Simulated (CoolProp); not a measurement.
Vapour-liquid equilibrium of methanol (1) + water (2) at 102.55 °C; x and y are mole fractions of (1).

The numbers come from the multi-fluid Helmholtz-energy mixture model, de Reuck 1993 and Wagner 2002; pair parameters Bell 2016 in CoolProp.

```
x     bubble pressure, mixture model (kPa)  bubble pressure, Raoult's law (kPa)  y, mixture model  y, Raoult's law
----  ------------------------------------  -----------------------------------  ----------------  ---------------
0.05                                     …                                124.6             0.195            0.154
0.2                                  187.1                                165.4                 …            0.463
0.35                                     …                                206.2             0.659            0.650
0.5                                      …                                247.0                 …            0.775
0.65                                 304.6                                287.8             0.839            0.865
0.8                                  338.1                                328.7                 …            0.932
0.95                                 371.7                                369.5                 …            0.985
```

Task: Some entries are withheld; supply them.

Result: 
- 0.05, bubble pressure, mixture model (kPa): 132.7
- 0.2, y, mixture model: 0.503
- 0.35, bubble pressure, mixture model (kPa): 231.5
- 0.5, bubble pressure, mixture model (kPa): 269.8
- 0.5, y, mixture model: 0.760
- 0.8, y, mixture model: 0.909
- 0.95, y, mixture model: 0.977

The largest gap from Raoult's law is +13.1 % in bubble pressure, at x = 0.2. No azeotrope shows between x = 0.05 and 0.95.

The pair parameters rest on a limited set of measurements; away from them the model extrapolates.
